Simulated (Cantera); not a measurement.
Cantera run, input and output.

```python
import numpy as np
import cantera as ct

gas = ct.Solution("SiF4_NH3_mec.yaml", "gas")
gas.TPX = 1325, 31000, {'NH3': 1, 'N2': 19}
reactor = ct.IdealGasConstPressureReactor(gas, energy="off", clone=False)
net = ct.ReactorNet([reactor])
net.rtol, net.atol = 1e-08, 1e-18
show = ['NH3', 'H', 'N2H2', 'N', 'NH2', 'NH', 'H2']
times = np.geomspace(5e-05, 100, 14)

steps = ct.SolutionArray(gas, extra=["t"])
rows = []
print(f"{'t/s':>10s}{'T/K':>9s}{'P/Pa':>11s}" + "".join(f"{s:>11s}" for s in show))
for t in times:
    while net.time < t:
        t_next = net.step()
        steps.append(gas.state, t=t_next)
    rows.append([np.interp(t, steps.t, y) for y in (steps.T, steps.P, *steps(*show).X.T)])
    print(f"{t:10.3e}{rows[-1][0]:9.1f}{rows[-1][1]:11.4g}" + "".join(f"{x:11.3e}" for x in rows[-1][2:]))
rate = np.gradient(steps.T, steps.t)
print("integrator steps:", len(steps.t))
if steps.T.max() > steps.T[0] + 200:
    print(f"time of steepest temperature rise: {steps.t[rate.argmax()]:.4e} s")
gas.TPX = 1325, 31000, {'NH3': 1, 'N2': 19}
gas.equilibrate("TP")
print(f"equilibrium (TP): T = {gas.T:.1f} K  " + "  ".join(f"{s} {gas[s].X[0]:.3e}" for s in show))
```

It prints:

```
       t/s      T/K       P/Pa        NH3          H       N2H2          N        NH2         NH         H2
 5.000e-05   1325.0    3.1e+04  5.000e-02  3.847e-11  7.108e-19  9.791e-25  1.858e-10  7.075e-18  7.368e-11
 1.526e-04   1325.0    3.1e+04  5.000e-02  4.116e-11  2.663e-17  5.216e-23  6.436e-10  9.723e-17  3.012e-10
 4.660e-04   1325.0    3.1e+04  5.000e-02  4.117e-11  7.708e-16  1.888e-21  2.049e-09  1.114e-15  1.004e-09
 1.423e-03   1325.0    3.1e+04  5.000e-02  4.118e-11  1.718e-14  6.983e-20  6.341e-09  1.395e-14  3.150e-09
 4.343e-03   1325.0    3.1e+04  5.000e-02  4.119e-11  2.670e-13  3.048e-18  1.944e-08  2.103e-13  9.702e-09
 1.326e-02   1325.0    3.1e+04  5.000e-02  4.137e-11  3.063e-12  1.462e-16  5.942e-08  3.370e-12  2.976e-08
 4.047e-02   1325.0    3.1e+04  5.000e-02  4.322e-11  3.098e-11  4.937e-15  1.814e-07  4.250e-11  9.271e-08
 1.235e-01   1325.0    3.1e+04  5.000e-02  6.192e-11  3.058e-10  5.082e-14  5.538e-07  3.670e-10  3.361e-07
 3.772e-01   1325.0    3.1e+04  5.000e-02  2.768e-10  3.001e-09  4.920e-13  1.690e-06  2.207e-09  2.620e-06
 1.151e+00   1325.0    3.1e+04  4.997e-02  2.960e-09  1.694e-08  7.584e-12  3.963e-06  7.377e-09  4.329e-05
 3.515e+00   1325.0    3.1e+04  4.981e-02  1.330e-08  1.936e-08  4.134e-11  4.166e-06  9.668e-09  2.684e-04
 1.073e+01   1325.0    3.1e+04  4.936e-02  3.875e-08  1.711e-08  1.483e-10  3.796e-06  1.188e-08  9.124e-04
 3.276e+01   1325.0    3.1e+04  4.824e-02  9.079e-08  1.302e-08  3.466e-10  3.213e-06  1.270e-08  2.517e-03
 1.000e+02   1325.0    3.1e+04  4.587e-02  1.757e-07  8.258e-09  4.407e-10  2.541e-06  1.053e-08  5.893e-03
integrator steps: 773
equilibrium (TP): T = 1325.0 K  NH3 6.298e-07  H 7.902e-07  N2H2 1.054e-16  N 6.629e-16  NH2 1.299e-11  NH 2.403e-14  H2 7.143e-02
```

Detailed kinetics in Cantera: the gas-phase N/H chemistry of the illustrative SiF4/NH3 mechanism in the Surface Chemkin manual (1991). Walls and surfaces, which speed up NH3 decomposition in real reactors, are not modelled.
